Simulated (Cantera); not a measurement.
Input: 1 mol Fe2O3, 5.1 mol CH4, 2.7 mol N2, 1.4 mol C, held at 2000 K and 1.00 Torr.

Cantera equilibrium calculation (NASA polynomials, part measured and part estimated; ideal gas, pure solids and liquids). Candidate condensed phases: C, C6H6, C7H8, C8H18, Fe, Fe(CO)5, FeO, Fe(OH)2, Fe(OH)3, Fe2O3, Fe3O4, H2O; 140 gas species. Rates play no part.

Base state: H2 0.541, CO 0.165, N2 0.146, Fe 0.110, H 0.0328, HCN 0.00415, C2H2 (acetylene) 0.000416, HNC 0.000236 (mole fractions); condensed: C(graphite).

### Question
What changes in the equilibrium state with this change: Fe2O3 replaced by PbO?

### Answer
```json
[
 {"species": "H2", "before": "0.541", "after": "0.651"},
 {"species": "N2", "before": "0.146", "after": "0.175"},
 {"species": "CO", "before": "0.165", "after": "0.0659"},
 {"species": "Fe", "before": "0.110", "after": "0"},
 {"species": "Pb", "before": "0", "after": "0.0659"},
 {"species": "H", "before": "0.0328", "after": "0.0359"},
 {"species": "C2H2 (acetylene)", "before": "0.000416", "after": "0.000500"},
 {"species": "HCN", "before": "0.00415", "after": "0.00498"},
 {"species": "HNC", "before": "0.000236", "after": "0.000283"},
 {"species": "C(graphite), mol", "before": "3.40", "after": "5.40"}
]
```
Further candidate phases: Pb, PbO, PbO2, Pb3O4.
